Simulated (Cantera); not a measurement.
A closed system holds: 1 mol Si3H8, 0.034 mol Cl2, 200 mol N2, equilibrated at 1700 K and 1.33 mbar.

Equilibrium computed with Cantera from the NASA thermochemical tables; the gas is ideal and each condensed phase is pure. Candidate condensed phases: NH4Cl, Si, Si3N4; 28 gas species. The feed counts by its element totals alone. The tables' values for SiN are old estimates; treat these amounts as uncertain. Rates play no part.

Base state: N2 0.979, H2 0.0192, H 0.000559, Si 0.000509, HCl 0.000289, Si2N 2.01e-5, SiCl2 1.56e-5, SiN 1.11e-5 (mole fractions); condensed: Si(l).

**Question.** What changes in the equilibrium state with this change: pressure from 1.33 mbar to 0.560 bar?

**Answer.** 
```csv
species,before,after
N2,0.979,0.980
H2,0.0192,0.0196
HCl,0.000289,0.000335
H,0.000559,2.76e-5
Si,0.000509,2.43e-8
SiCl2,1.56e-5,4.12e-7
Si2N,2.01e-5,<1e-9
SiN,1.11e-5,1.09e-8
"Si(l), mol",2.88,0
"Si3N4(s), mol",0,1.000
```
